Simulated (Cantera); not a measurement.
A freely propagating, adiabatic, planar premixed flame of H₂ : O₂ : N₂ = 1 : 0.455 : 1.71 (molar parts), equivalence ratio 1.1, unburnt at 473 K and 0.590 bar; mixture-averaged transport, grid criteria slope 0.08 and curve 0.16, no radiation.

Detailed kinetics in Cantera: the H2/O2 subset of GRI-Mech 3.0, which has no nitrogen chemistry. Burning velocities carry a grid error of a few per cent, more on coarse grids.

How do the results move with these cheaper or finer settings: unity-Lewis-number transport; multicomponent transport; multicomponent+Soret transport; grid criteria slope 0.5, curve 1; grid criteria slope 0.25, curve 0.5; grid criteria slope 0.03, curve 0.06?


| setting | laminar burning velocity | thermal thickness | peak x(H) | peak x(OH) | grid points |
|---|---|---|---|---|---|
| as above | 506 cm/s | 0.860 mm | 0.0696 | 0.0166 | 134 |
| unity-Lewis-number transport | 327 cm/s | 0.662 mm | 0.0756 | 0.0165 | 122 |
| multicomponent transport | 497 cm/s | 0.857 mm | 0.0693 | 0.0166 | 134 |
| multicomponent+Soret transport | 470 cm/s | 0.840 mm | 0.0673 | 0.0166 | 134 |
| grid criteria slope 0.5, curve 1 | 605 cm/s | 1.14 mm | 0.0724 | 0.0177 | 42 |
| grid criteria slope 0.25, curve 0.5 | 527 cm/s | 0.928 mm | 0.0709 | 0.0170 | 68 |
| grid criteria slope 0.03, curve 0.06 | 500 cm/s | 0.841 mm | 0.0694 | 0.0165 | 290 |
Unity Lewis numbers drop preferential diffusion, which matters most where H2 and H carry the flame; Soret adds thermal diffusion.
